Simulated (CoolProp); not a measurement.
Vapour-liquid equilibrium of isohexane (1) + benzene (2) at 385.5 K; x and y are mole fractions of (1).

The numbers come from the multi-fluid Helmholtz-energy mixture model, Lemmon 2006 and Thol 2012; pair parameters Bell 2016 in CoolProp.

```json
[
 {"x": "0.05", "bubble pressure, mixture model (MPa)": "0.2682", "bubble pressure, Raoult's law (MPa)": "0.2569", "y, mixture model": "___", "y, Raoult's law": "0.081"},
 {"x": "0.15", "bubble pressure, mixture model (MPa)": "___", "bubble pressure, Raoult's law (MPa)": "0.2734", "y, mixture model": "0.273", "y, Raoult's law": "0.227"},
 {"x": "0.25", "bubble pressure, mixture model (MPa)": "0.3231", "bubble pressure, Raoult's law (MPa)": "0.2899", "y, mixture model": "0.388", "y, Raoult's law": "0.357"},
 {"x": "0.35", "bubble pressure, mixture model (MPa)": "___", "bubble pressure, Raoult's law (MPa)": "0.3064", "y, mixture model": "___", "y, Raoult's law": "0.473"},
 {"x": "0.45", "bubble pressure, mixture model (MPa)": "0.3578", "bubble pressure, Raoult's law (MPa)": "0.3229", "y, mixture model": "0.563", "y, Raoult's law": "0.576"},
 {"x": "0.55", "bubble pressure, mixture model (MPa)": "___", "bubble pressure, Raoult's law (MPa)": "0.3394", "y, mixture model": "0.640", "y, Raoult's law": "0.670"},
 {"x": "0.65", "bubble pressure, mixture model (MPa)": "0.3830", "bubble pressure, Raoult's law (MPa)": "0.3559", "y, mixture model": "0.716", "y, Raoult's law": "0.755"},
 {"x": "0.75", "bubble pressure, mixture model (MPa)": "0.3932", "bubble pressure, Raoult's law (MPa)": "0.3724", "y, mixture model": "0.794", "y, Raoult's law": "0.833"},
 {"x": "0.85", "bubble pressure, mixture model (MPa)": "___", "bubble pressure, Raoult's law (MPa)": "0.3889", "y, mixture model": "___", "y, Raoult's law": "0.904"},
 {"x": "0.95", "bubble pressure, mixture model (MPa)": "0.4101", "bubble pressure, Raoult's law (MPa)": "0.4054", "y, mixture model": "0.957", "y, Raoult's law": "0.969"}
]
```

Complete the blanks.


- 0.05, y, mixture model: 0.113
- 0.15, bubble pressure, mixture model (MPa): 0.2994
- 0.35, bubble pressure, mixture model (MPa): 0.3421
- 0.35, y, mixture model: 0.481
- 0.55, bubble pressure, mixture model (MPa): 0.3713
- 0.85, bubble pressure, mixture model (MPa): 0.4022
- 0.85, y, mixture model: 0.874

The largest gap from Raoult's law is +11.7 % in bubble pressure, at x = 0.35. No azeotrope shows between x = 0.05 and 0.95.

The pair parameters rest on a limited set of measurements; away from them the model extrapolates.
